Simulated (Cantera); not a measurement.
Cantera run:

```python
import numpy as np
import cantera as ct

gas_names = [...]  # 87 gases of nasa_gas.yaml made of C, H, Si
cond_names = """
    C(gr) C6H6(L) C7H8(L) C8H18(L),n-octa Si(cr) Si(L) SiC(b)
""".split()


# ... load() reads the species with a 1 bar reference pressure and builds the phases ...
atoms = {
    'Si(CH3)4': {'Si': 1, 'C': 4, 'H': 12},
    'H2': {'H': 2},
}
top_T = {'C(gr)': 4500, 'SiC(b)': 3050}  # K; cautious upper limits of use, not melting points


# ... equilibrate(T, P, feed) seeds the gas with the atoms and calls Mixture.equilibrate('TP', solver="vcs", rtol=1e-11, max_steps=5000) ...
results = []
feed = {'Si(CH3)4': 1, 'H2': 27}  # mol
T = 1550  # K
P = 1400  # Pa
mix = equilibrate(T, P, feed)
results.append((T, P, feed, dict(zip(mix.species_names, mix.species_moles))))
x = sorted(zip(gas.X, gas.species_names), reverse=True)
print(f"T = {T:g} K  P = {P:g} Pa  gas = {mix.phase_moles(0):.4g} mol")
print("   x: " + "  ".join(f"{s} {v:.3e}" for v, s in x if v > 0.0001))
print("   condensed (mol): " + ("  ".join(f"{mix.phase(i).name} {mix.phase_moles(i):.4g}"
      for i in range(1, mix.n_phases) if mix.phase_moles(i) > 1e-12) or "none"))
```

Output:

```
T = 1550 K  P = 1400 Pa  gas = 33 mol
   x: H2 9.997e-01  H 2.661e-04
   condensed (mol): C(gr) 2.998  SiC(b) 1
```

These are equilibrium values from Cantera (NASA tables, ideal gas, pure condensed phases), not measurements of a reactor.
